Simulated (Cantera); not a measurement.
Formation from one mole of Cl2

Source: NASA polynomial tables (part measured, part estimated), evaluated in Cantera. Values are per mole of reaction as written; species without (g) are pure solids or liquids, kept so even where they would boil at 1 bar.

H2(g) + Cl2(g) ⇌ 2 HCl(g)

```
T (K)  ΔH° (kJ)  ΔS° (J/K)  ΔG° (kJ)  log10 K
-----  --------  ---------  --------  -------
875      -188.2       13.4    -199.9    11.94
900      -188.3       13.3    -200.3    11.62
925      -188.4       13.2    -200.6    11.33
950      -188.6       13.0    -200.9    11.05
975      -188.7       12.9    -201.3    10.78
1000     -188.8       12.8    -201.6    10.53
1025     -188.9       12.7    -201.9    10.29
1050     -189.0       12.6    -202.2    10.06
1075     -189.1       12.5    -202.5     9.84
1100     -189.2       12.4    -202.8     9.63
1125     -189.3       12.3    -203.1     9.43
```

0.6667 Ti + Cl2(g) ⇌ 0.6667 TiCl3(g)

```tsv
T (K)	ΔH° (kJ)	ΔS° (J/K)	ΔG° (kJ)	log10 K
875	-359.8	-32.9	-331.0	19.76
900	-359.9	-32.9	-330.2	19.16
925	-359.9	-33.0	-329.4	18.60
950	-359.9	-33.0	-328.6	18.07
975	-360.0	-33.1	-327.7	17.56
1000	-360.0	-33.1	-326.9	17.08
1025	-360.1	-33.2	-326.1	16.62
1050	-360.2	-33.3	-325.2	16.18
1075	-360.3	-33.4	-324.4	15.76
1100	-360.5	-33.5	-323.6	15.36
1125	-360.6	-33.7	-322.7	14.98
```

0.5 C + Cl2(g) ⇌ 0.5 CCl4(g)

```csv
T (K),ΔH° (kJ),ΔS° (J/K),ΔG° (kJ),log10 K
875,-45.2,-66.0,12.5,-0.75
900,-45.1,-65.9,14.2,-0.82
925,-45.0,-65.7,15.8,-0.89
950,-44.9,-65.6,17.4,-0.96
975,-44.8,-65.5,19.1,-1.02
1000,-44.7,-65.4,20.7,-1.08
1025,-44.6,-65.3,22.4,-1.14
1050,-44.5,-65.2,24.0,-1.19
1075,-44.4,-65.1,25.6,-1.24
1100,-44.3,-65.0,27.2,-1.29
1125,-44.2,-64.9,28.9,-1.34
```

Fe + Cl2(g) ⇌ FeCl2

```
T (K)  ΔH° (kJ)  ΔS° (J/K)  ΔG° (kJ)  log10 K  condensed phases
-----  --------  ---------  --------  -------  ----------------
875      -333.6     -116.4    -231.8    13.84   Fe(α), FeCl2(s)
900      -333.4     -116.2    -228.9    13.28   Fe(α), FeCl2(s)
925      -333.3     -116.0    -226.0    12.76   Fe(α), FeCl2(s)
950      -333.2     -115.9    -223.1    12.26   Fe(α), FeCl2(s)
975      -289.7      -70.2    -221.3    11.86   Fe(α), FeCl2(l)
1000     -289.4      -69.8    -219.6    11.47   Fe(α), FeCl2(l)
1025     -289.3      -69.7    -217.8    11.10   Fe(α), FeCl2(l)
1050     -289.6      -70.0    -216.1    10.75   Fe(α), FeCl2(l)
1075     -289.7      -70.1    -214.3    10.41   Fe(α), FeCl2(l)
1100     -289.3      -69.8    -212.6    10.09   Fe(α), FeCl2(l)
1125     -288.8      -69.3    -210.8     9.79   Fe(α), FeCl2(l)
```
